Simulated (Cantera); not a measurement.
Input: 1 mol PbO, 1.4 mol CO, 0.53 mol CH4, held at 62.0 Pa.

Method: chemical equilibrium by Gibbs-energy minimisation in Cantera with the NASA 1993 tables (ideal gas, pure condensed phases). Candidate condensed phases: C, C6H6, C7H8, C8H18, H2O, Pb, PbO, PbO2, Pb3O4; 113 gas species. Equilibrium is a limit: real reactors are often held back by kinetics, nucleation or transport. All values below are at 1498 K.

Base state: CO 0.430, Pb 0.251, H2 0.201, H2O 0.0644, CO2 0.0534, H 0.000309, PbO 3.03e-5 (mole fractions); condensed: gas only.

**Question.** What changes in the equilibrium state with this change: PbO replaced by Cu2O?

**Answer.** 
```json
[
 {"species": "CO", "before": "0.430", "after": "0.567"},
 {"species": "H2", "before": "0.201", "after": "0.265"},
 {"species": "H2O", "before": "0.0644", "after": "0.0848"},
 {"species": "Pb", "before": "0.251", "after": "0"},
 {"species": "Cu", "before": "0", "after": "0.0128"},
 {"species": "CO2", "before": "0.0534", "after": "0.0703"},
 {"species": "PbO", "before": "3.03e-5", "after": "0"},
 {"species": "H", "before": "0.000309", "after": "0.000355"},
 {"species": "Cu(l), mol", "before": "0", "after": "1.96"}
]
```
Further candidate phases: Cu, CuO, Cu(OH)2, Cu2O.
